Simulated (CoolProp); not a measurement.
Properties of water along the isotherm 726.85 °C (Tc = 373.9 °C, pc = 220.6 bar, ω = 0.344).

Values from CoolProp's reference Helmholtz-energy equation of state, Wagner 2002.

```
p (bar)          phase  cv (kJ/(kg K))  speed of sound (m/s)  expansivity (1/kK)  fugacity coefficient
-------  -------------  --------------  --------------------  ------------------  --------------------
3.16               gas           1.831                 760.0               1.004                0.9992
5.34               gas           1.832                 759.8               1.006                0.9986
9.01               gas           1.834                 759.6               1.011                0.9977
15.2               gas           1.837                 759.1               1.018                0.9961
25.7               gas           1.843                 758.3               1.031                0.9935
43.3               gas           1.853                 757.1               1.053                0.9890
73.1               gas           1.869                 754.9               1.091                0.9815
123                gas           1.897                 751.5               1.157                0.9689
208                gas           1.945                 746.2               1.278                0.9479
351      supercritical           2.024                 740.4               1.494                0.9137
593      supercritical           2.147                 743.4               1.851                0.8607
1000     supercritical           2.295                 792.5               2.156                0.7896
```
